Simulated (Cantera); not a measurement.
An adiabatic, constant-volume homogeneous reactor starts with CH₄ : C₂H₆ : O₂ : N₂ = 1 : 0.078 : 4.74 : 17.8 (molar parts), at 1325 K and 1950 Torr. Integrator tolerance rtol = 1e-08.

Detailed kinetics in Cantera: GRI-Mech 3.0 (53 species, 325 reactions).

### Question
What does this change do: initial temperature 1325 to 950 K?

### Answer
```csv
quantity,before,after
time of steepest temperature rise,0.702 ms,0.216 s
temperature at 4.00 s,2482 K,2223 K
equilibrium temperature,2482 K,2223 K
x(CH₄) at 4.00 s,<1e-12 (gas-phase equilibrium <1e-12),<1e-12 (gas-phase equilibrium <1e-12)
x(C₂H₆) at 4.00 s,<1e-12 (gas-phase equilibrium <1e-12),<1e-12 (gas-phase equilibrium <1e-12)
x(O₂) at 4.00 s,0.0953 (gas-phase equilibrium 0.0953),0.0991 (gas-phase equilibrium 0.0991)
x(H₂O₂) at 4.00 s,4.15e-7 (gas-phase equilibrium 4.15e-7),2.61e-7 (gas-phase equilibrium 2.61e-7)
x(H) at 4.00 s,0.000284 (gas-phase equilibrium 0.000284),3.29e-5 (gas-phase equilibrium 3.29e-5)
```
Below about 1000 K GRI-Mech 3.0 lacks low-temperature oxidation paths.

### Question
What does this change do: initial temperature 1325 to 1500 K?

### Answer
| quantity | before | after |
|---|---|---|
| time of steepest temperature rise | 0.702 ms | 0.132 ms |
| temperature at 4.00 s | 2482 K | 2590 K |
| equilibrium temperature | 2482 K | 2590 K |
| x(CH₄) at 4.00 s | <1e-12 (gas-phase equilibrium <1e-12) | <1e-12 (gas-phase equilibrium <1e-12) |
| x(C₂H₆) at 4.00 s | <1e-12 (gas-phase equilibrium <1e-12) | <1e-12 (gas-phase equilibrium <1e-12) |
| x(O₂) at 4.00 s | 0.0953 (gas-phase equilibrium 0.0953) | 0.0935 (gas-phase equilibrium 0.0935) |
| x(H₂O₂) at 4.00 s | 4.15e-7 (gas-phase equilibrium 4.15e-7) | 4.82e-7 (gas-phase equilibrium 4.82e-7) |
| x(H) at 4.00 s | 0.000284 (gas-phase equilibrium 0.000284) | 0.000609 (gas-phase equilibrium 0.000609) |
